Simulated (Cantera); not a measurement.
Input (Python, Cantera):

```python
import numpy as np
import cantera as ct

gas = ct.Solution("h2o2.yaml")
gas.TPX = 400, 26000, {'H2': 1, 'O2': 0.5, 'N2': 1.88}
flame = ct.FreeFlame(gas, width=0.1)
flame.set_refine_criteria(ratio=3, slope=0.08, curve=0.16)
flame.transport_model = "mixture-averaged"
flame.solve(loglevel=0, auto=True)
z, T = flame.grid, flame.T
thick = (T[-1] - T[0]) / np.gradient(T, z).max()
show = ['H2', 'O2', 'HO2', 'OH', 'H2O', 'H2O2']
print(f"laminar burning velocity  {flame.velocity[0] * 100:.3f} cm/s")
print(f"burnt temperature         {T[-1]:.1f} K")
print(f"thermal thickness         {thick * 1e3:.4f} mm")
print(f"grid points               {len(z)}")
z0 = z[flame.heat_release_rate.argmax()]
print(f"{'z/mm':>9s}{'T/K':>9s}{'u/(m/s)':>9s}" + "".join(f"{s:>11s}" for s in show))
rows = []
for k in (-3, -2, -1.5, -1, -0.5, -0.25, 0, 0.25, 0.5, 1, 2, 4, 8):
    zz = z0 + k * thick
    rows.append([k * thick, np.interp(zz, z, T), np.interp(zz, z, flame.velocity),
                 *(np.interp(zz, z, flame.X[gas.species_index(s)]) for s in show)])
    print(f"{rows[-1][0] * 1e3:9.3f}{rows[-1][1]:9.1f}{rows[-1][2]:9.3f}" + "".join(f"{x:11.3e}" for x in rows[-1][3:]))
```

Result:

```
laminar burning velocity  332.504 cm/s
burnt temperature         2381.2 K
thermal thickness         2.3714 mm
grid points               138
     z/mm      T/K  u/(m/s)         H2         O2        HO2         OH        H2O       H2O2
   -7.114    400.0    3.325  2.959e-01  1.479e-01  3.231e-15  2.828e-18  4.954e-15  1.961e-17
   -4.743    400.0    3.325  2.959e-01  1.479e-01  1.498e-12  8.231e-16  1.945e-12  1.280e-14
   -3.557    400.0    3.325  2.959e-01  1.479e-01  2.561e-11  1.107e-14  2.975e-11  2.257e-13
   -2.371    400.0    3.325  2.958e-01  1.479e-01  4.856e-09  1.407e-12  4.238e-09  4.529e-11
   -1.186    403.3    3.346  2.942e-01  1.482e-01  4.345e-05  3.649e-06  6.096e-05  1.228e-06
   -0.593    605.0    4.907  2.649e-01  1.448e-01  1.082e-04  7.625e-04  1.464e-02  2.871e-05
    0.000   1084.6    8.478  1.494e-01  1.047e-01  3.228e-05  2.519e-03  1.060e-01  1.467e-06
    0.593   1394.2   10.771  5.718e-02  4.423e-02  1.186e-05  7.816e-03  2.123e-01  1.540e-06
    1.186   1530.0   11.739  4.551e-02  3.250e-02  7.596e-06  1.056e-02  2.330e-01  1.076e-06
    2.371   1675.5   12.737  4.549e-02  2.851e-02  5.575e-06  1.310e-02  2.423e-01  5.975e-07
    4.743   1831.3   13.768  4.455e-02  2.480e-02  4.013e-06  1.518e-02  2.531e-01  3.036e-07
    9.486   1984.6   14.748  4.137e-02  2.095e-02  2.812e-06  1.623e-02  2.658e-01  1.658e-07
   18.972   2126.6   15.627  3.626e-02  1.712e-02  1.971e-06  1.595e-02  2.798e-01  1.041e-07
```

Model: the H2/O2 subset of GRI-Mech 3.0, which has no nitrogen chemistry, integrated in Cantera. Burning velocities carry a grid error of a few per cent, more on coarse grids.
